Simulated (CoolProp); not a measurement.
Vapour-liquid equilibrium of R134a (1) + isobutane (2) at 346.5 K; x and y are mole fractions of (1).

Model: multi-fluid Helmholtz-energy mixture model, Tillner-Roth 1994 and Bücker 2006; pair parameters Bell 2016, in CoolProp.

```json
[
 {"x": "0.05", "bubble pressure, mixture model (MPa)": "1.384", "bubble pressure, Raoult's law (MPa)": "1.225", "y, mixture model": "0.155", "y, Raoult's law": "0.093"},
 {"x": "0.125", "bubble pressure, mixture model (MPa)": "?", "bubble pressure, Raoult's law (MPa)": "1.308", "y, mixture model": "0.299", "y, Raoult's law": "0.218"},
 {"x": "0.2", "bubble pressure, mixture model (MPa)": "?", "bubble pressure, Raoult's law (MPa)": "1.391", "y, mixture model": "0.391", "y, Raoult's law": "0.328"},
 {"x": "0.275", "bubble pressure, mixture model (MPa)": "2.012", "bubble pressure, Raoult's law (MPa)": "1.475", "y, mixture model": "0.457", "y, Raoult's law": "0.425"},
 {"x": "0.35", "bubble pressure, mixture model (MPa)": "2.139", "bubble pressure, Raoult's law (MPa)": "1.558", "y, mixture model": "0.510", "y, Raoult's law": "0.512"},
 {"x": "0.425", "bubble pressure, mixture model (MPa)": "?", "bubble pressure, Raoult's law (MPa)": "1.641", "y, mixture model": "?", "y, Raoult's law": "0.590"},
 {"x": "0.5", "bubble pressure, mixture model (MPa)": "2.325", "bubble pressure, Raoult's law (MPa)": "1.725", "y, mixture model": "0.599", "y, Raoult's law": "0.661"},
 {"x": "0.575", "bubble pressure, mixture model (MPa)": "2.390", "bubble pressure, Raoult's law (MPa)": "1.808", "y, mixture model": "0.642", "y, Raoult's law": "0.725"},
 {"x": "0.65", "bubble pressure, mixture model (MPa)": "2.436", "bubble pressure, Raoult's law (MPa)": "1.891", "y, mixture model": "0.688", "y, Raoult's law": "0.784"},
 {"x": "0.725", "bubble pressure, mixture model (MPa)": "2.462", "bubble pressure, Raoult's law (MPa)": "1.975", "y, mixture model": "0.736", "y, Raoult's law": "0.837"},
 {"x": "0.8", "bubble pressure, mixture model (MPa)": "2.462", "bubble pressure, Raoult's law (MPa)": "2.058", "y, mixture model": "0.791", "y, Raoult's law": "0.886"},
 {"x": "0.875", "bubble pressure, mixture model (MPa)": "2.431", "bubble pressure, Raoult's law (MPa)": "2.141", "y, mixture model": "0.855", "y, Raoult's law": "0.932"},
 {"x": "0.95", "bubble pressure, mixture model (MPa)": "2.358", "bubble pressure, Raoult's law (MPa)": "2.225", "y, mixture model": "?", "y, Raoult's law": "0.974"}
]
```

Question: What belongs in the gaps?

Answer: 
- 0.125, bubble pressure, mixture model (MPa): 1.646
- 0.2, bubble pressure, mixture model (MPa): 1.851
- 0.425, bubble pressure, mixture model (MPa): 2.242
- 0.425, y, mixture model: 0.556
- 0.95, y, mixture model: 0.934

The largest gap from Raoult's law is +37.3 % in bubble pressure, at x = 0.35. y crosses x between x = 0.725 and 0.8: the model has an azeotrope there.

The pair parameters rest on a limited set of measurements; away from them the model extrapolates.
